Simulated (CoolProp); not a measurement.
Fluorine at several states: fugacity coefficient from the reference equation and from simpler models built on Tc = -128.7 °C, pc = 5.240 MPa, ω = 0.045; each cubic takes its own stable root.

Computed with CoolProp (reference Helmholtz-energy equation of state, de Reuck 1990).

```csv
T (°C),p (MPa),phase,reference
-173.95,1.26,liquid,0.3006
-134.65,0.0468,gas,0.9967
17.75,20,supercritical,0.9352
-9.85,20,supercritical,0.8878
-151.65,13.4,liquid,0.1529
-21.75,3.32,gas,0.9693
```

Q: How far does each simpler model (van der Waals, Soave-Redlich-Kwong, Peng-Robinson) lie from the reference over these 6 states: mean and median of the absolute difference, and the worst?

A: 
- van der Waals: mean 31.6 %, median 6.5 %, worst +122.3 % at -173.95 °C and 1.26 MPa
- Soave-Redlich-Kwong: mean 1.7 %, median 2.2 %, worst +2.6 % at 17.75 °C and 20 MPa
- Peng-Robinson: mean 2.0 %, median 2.2 %, worst -3.5 % at -151.65 °C and 13.4 MPa
